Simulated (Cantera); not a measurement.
An adiabatic, constant-volume homogeneous reactor starts with H₂ : O₂ : N₂ : NO : CO₂ = 1 : 0.943 : 10.4 : 0.015 : 0.019 (molar parts), at 1650 K and 2850 Torr.

Detailed kinetics in Cantera: GRI-Mech 3.0 (53 species, 325 reactions). The hydrogen kinetics of GRI-Mech 3.0 are dated; newer H2 mechanisms differ, most at raised pressure.

x: mole fraction; the columns are a selection and need not sum to one.

| t (s) | T (K) | P (bar) | x H₂ | x O₂ | x NO | x OH | x NO₂ | x N₂O |
|---|---|---|---|---|---|---|---|---|
| 2.00e-6 | 1650 | 3.80 | 0.0807 | 0.0762 | 0.00121 | 6.47e-6 | (withheld) | 3.37e-9 |
| 8.29e-6 | 1927 | 4.37 | 0.00920 | 0.0365 | 0.00125 | 0.00933 | (withheld) | 5.65e-7 |
| 3.44e-5 | 2271 | 5.04 | 0.00212 | 0.0358 | 0.00133 | 0.00629 | 1.51e-6 | 1.26e-6 |
| 0.000143 | 2328 | 5.15 | 0.000490 | 0.0364 | 0.00137 | 0.00325 | 1.42e-6 | 9.55e-7 |
| 0.000591 | 2329 | 5.15 | 0.000466 | 0.0364 | 0.00146 | 0.00317 | 1.48e-6 | 9.19e-7 |
| 0.00245 | 2328 | 5.15 | 0.000465 | 0.0362 | 0.00182 | 0.00315 | (withheld) | 9.17e-7 |
| 0.0102 | 2325 | 5.14 | 0.000460 | 0.0356 | 0.00309 | 0.00310 | (withheld) | 9.11e-7 |
| 0.0421 | 2318 | 5.13 | 0.000451 | 0.0343 | 0.00572 | 0.00300 | (withheld) | 9.04e-7 |
| 0.175 | 2314 | 5.12 | 0.000448 | 0.0338 | 0.00683 | 0.00296 | 6.79e-6 | 9.04e-7 |
| 0.724 | 2314 | 5.12 | 0.000448 | 0.0338 | 0.00684 | 0.00296 | 6.80e-6 | 9.04e-7 |
| 3.00 | 2314 | 5.12 | 0.000448 | 0.0338 | 0.00684 | 0.00296 | 6.80e-6 | 9.04e-7 |

### Question
Complete the blanks.

### Answer

- 2.00e-6, x NO₂: 1.71e-7
- 8.29e-6, x NO₂: 7.46e-7
- 0.00245, x NO₂: 1.85e-6
- 0.0102, x NO₂: 3.12e-6
- 0.0421, x NO₂: 5.71e-6
